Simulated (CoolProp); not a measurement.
Vapour-liquid equilibrium of propylene (1) + R152A (2) at 0.243 bar; x and y are mole fractions of (1).

The numbers come from the multi-fluid Helmholtz-energy mixture model, Lemmon 2013 and Outcalt 1996; pair parameters Bell 2016 in CoolProp.

| x | bubble temperature (°C) | y at the bubble point | dew temperature at overall composition x (°C) | liquid density (mol/L) |
|---|---|---|---|---|
| 0.05 | -58.5 | 0.350 | -52.9 | 16.24 |
| 0.2 | -68.2 | 0.698 | -55.5 | 16.19 |
| 0.35 | -71.6 | 0.787 | -58.5 | 16.00 |
| 0.5 | -73.0 | 0.823 | -62.1 | [?] |
| 0.65 | -73.7 | [?] | -66.5 | [?] |
| 0.8 | -74.3 | [?] | -72.2 | 15.42 |
| 0.95 | -74.8 | 0.954 | [?] | [?] |

Question: Fill in the missing entries.

Answer: 
- 0.5, liquid density (mol/L): 15.78
- 0.65, y at the bubble point: 0.847
- 0.65, liquid density (mol/L): 15.58
- 0.8, y at the bubble point: 0.880
- 0.95, dew temperature at overall composition x (°C): -74.7
- 0.95, liquid density (mol/L): 15.30

No azeotrope shows between x = 0.05 and 0.95.

The pair parameters rest on a limited set of measurements; away from them the model extrapolates.
